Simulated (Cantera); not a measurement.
Cantera run, input and output.

```python
import numpy as np
import cantera as ct

gas = ct.Solution("gri30.yaml")
gas.TPX = 525, 20000, {'CH4': 1, 'CO': 0.17, 'O2': 1.74, 'N2': 6.53}
inlet = ct.Reservoir(gas, clone=True)
gas.equilibrate("HP")  # start burning
reactor = ct.IdealGasConstPressureReactor(gas, energy="on", clone=False)
exhaust = ct.Reservoir(gas, clone=True)
tau = [0.38, 0.14, 0.055, 0.021, 0.008, 0.0031, 0.0012, 0.00044, 0.00017, 6.4e-05, 2.5e-05, 9.3e-06][0]
for a, b in ((inlet, reactor), (reactor, exhaust)):
    ct.MassFlowController(a, b, mdot=lambda t: reactor.mass / tau)
net = ct.ReactorNet([reactor])
show = ['CH4', 'CO', 'O2', 'CH2', 'C2H', 'CH2O']

rows = []
print(f"{'tau/s':>10s}{'T/K':>9s}" + "".join(f"{s:>11s}" for s in show))
for tau in [0.38, 0.14, 0.055, 0.021, 0.008, 0.0031, 0.0012, 0.00044, 0.00017, 6.4e-05, 2.5e-05, 9.3e-06]:
    net.initial_time = 0.0
    net.advance(30 * tau)
    before = gas.X
    net.advance(40 * tau)
    drift = np.max(np.abs(gas.X - before) / (gas.X + 1e-9))
    rows.append([gas.T, *gas[show].X, drift])
    print(f"{tau:10.3e}{gas.T:9.1f}" + "".join(f"{x:11.3e}" for x in gas[show].X))
```

Result:

```
     tau/s      T/K        CH4         CO         O2        CH2        C2H       CH2O
 3.800e-01   2243.8  2.761e-06  5.107e-02  1.570e-03  1.652e-07  6.344e-12  3.575e-07
 1.400e-01   2218.2  5.603e-06  5.175e-02  2.339e-03  3.278e-07  2.058e-11  7.303e-07
 5.500e-02   2181.0  1.069e-05  5.270e-02  3.501e-03  5.720e-07  5.473e-11  1.365e-06
 2.100e-02   2130.2  2.157e-05  5.390e-02  5.113e-03  9.761e-07  1.496e-10  2.628e-06
 8.000e-03   2072.5  4.662e-05  5.516e-02  6.969e-03  1.702e-06  4.566e-10  5.361e-06
 3.100e-03   2018.1  1.076e-04  5.653e-02  8.905e-03  3.173e-06  1.633e-09  1.171e-05
 1.200e-03   1970.8  2.716e-04  5.875e-02  1.131e-02  6.661e-06  7.101e-09  2.815e-05
 4.400e-04   1915.8  8.455e-04  6.447e-02  1.646e-02  1.705e-05  3.963e-08  8.237e-05
 1.700e-04    525.0  1.059e-01  1.801e-02  1.843e-01  7.707e-33  1.144e-44 -1.009e-17
 6.400e-05    525.0  1.059e-01  1.801e-02  1.843e-01  1.130e-34 -1.611e-45 -3.758e-21
 2.500e-05    525.0  1.059e-01  1.801e-02  1.843e-01 -2.550e-36 -6.778e-47 -2.374e-22
 9.300e-06    525.0  1.059e-01  1.801e-02  1.843e-01  7.967e-37 -1.745e-48 -1.500e-23
```

Model: GRI-Mech 3.0 (53 species, 325 reactions), integrated in Cantera.
